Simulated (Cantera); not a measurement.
An isothermal, constant-pressure homogeneous reactor starts with CH4 : N2 = 1 : 28 (molar parts), at 1775 K and 0.00316 atm.

Cantera simulation using GRI-Mech 3.0 (53 species, 325 reactions); the numbers are that mechanism's predictions, not measurements. GRI-Mech 3.0 stops at C3 and has no aromatics, soot or wall deposition, so with more carbon than oxygen in the feed, carbon stays in small species such as C2H2 where larger ones or solid carbon would form. Radical loss at walls, strong at low pressure, is not modelled.

Question: Predict: x(CH4) at 90.0 s; x(C2H4) at 90.0 s; x(HCN) at 90.0 s; x(H2) at 90.0 s; x(C2H) at 90.0 s.

Answer: x(CH4) at 90.0 s: 9.12e-8 (gas-phase equilibrium 1.20e-7)
x(C2H4) at 90.0 s: 7.36e-8 (gas-phase equilibrium 1.05e-8)
x(HCN) at 90.0 s: 8.01e-5 (gas-phase equilibrium 0.0285)
x(H2) at 90.0 s: 0.0494 (gas-phase equilibrium 0.0494)
x(C2H) at 90.0 s: 2.81e-6 (gas-phase equilibrium 4.38e-7)
